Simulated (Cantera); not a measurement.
Cantera with NASA thermochemical tables; ideal gases at 1 bar, condensed phases pure. Values are per mole of reaction as written; species without (g) are pure solids or liquids, kept so even where they would boil at 1 bar. TaC: taken at fixed stoichiometry.

TaC + 3 O(g) = TaO₂(g) + CO(g), with ΔH° = -914.8 kJ and ΔS° = -47.8 J/K at 300 K.

Question: How far is the shortcut ΔG° ≈ ΔH°(300 K) − T·ΔS°(300 K) from the full temperature-dependent value at 525, 725, 925, 1125, 1325, 1525, 1725, 1925 K?

Answer: 
| T (K) | shortcut (kJ) | full (kJ) | difference (kJ) | difference in log10 K |
|---|---|---|---|---|
| 525 | -889.7 | -887.7 | -2.0 | 0.20 |
| 725 | -880.2 | -874.0 | -6.1 | 0.44 |
| 925 | -870.6 | -858.8 | -11.8 | 0.66 |
| 1125 | -861.1 | -842.6 | -18.5 | 0.86 |
| 1325 | -851.5 | -825.4 | -26.1 | 1.03 |
| 1525 | -841.9 | -807.5 | -34.5 | 1.18 |
| 1725 | -832.4 | -788.9 | -43.5 | 1.32 |
| 1925 | -822.8 | -769.6 | -53.2 | 1.44 |
The shortcut ignores the heat-capacity change of the reaction.
